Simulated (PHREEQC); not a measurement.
A solution holds 0.002 mol ZnSO4, 0.14 mol CuCl2, 0.17 mol HCl and 0.0028 mol Na2SO4 per kg of water, at 20 °C and 500 atm. Closed to the air; pH follows from the charge balance.

Model: ion-association model, phreeqc.dat, run in PHREEQC.

Each row changes one thing in this solution. Precipitation was switched off in this run.

```tsv
case	pH	ionic strength (mol/kgw)	Cl- (mol/kgw)	Cu+2 (mol/kgw)	CuCl+ (mol/kgw)	HSO4- (mol/kgw)
as made	0.89	0.545	0.423	0.114	0.0230	0.00249
diluted 10-fold with water	1.84	0.0589	0.0445	0.0134	0.000522	0.000109
Na2SO4 from 0.0028 to 0.014 mol/kgw	0.91	0.560	0.423	0.113	0.0225	0.00813
diluted 5-fold with water	1.56	0.116	0.0882	0.0261	0.00169	0.000296
Na2SO4 from 0.0028 to 0.00056 mol/kgw	0.89	0.543	0.423	0.115	0.0231	0.00134
CuCl2 from 0.14 to 0.154 mol/kgw	0.89	0.580	0.447	0.125	0.0261	0.00244
diluted 100-fold with water	2.80	0.00603	0.00449	0.00139	8.48e-6	2.58e-6
Na2SO4 left out	0.89	0.542	0.423	0.115	0.0231	0.00104
0.055 mol/kgw Zn(NO3)2 added	0.89	0.689	0.411	0.116	0.0213	0.00231
```

Under pressure, the constants of complexes without a molar volume in the database are unreliable.
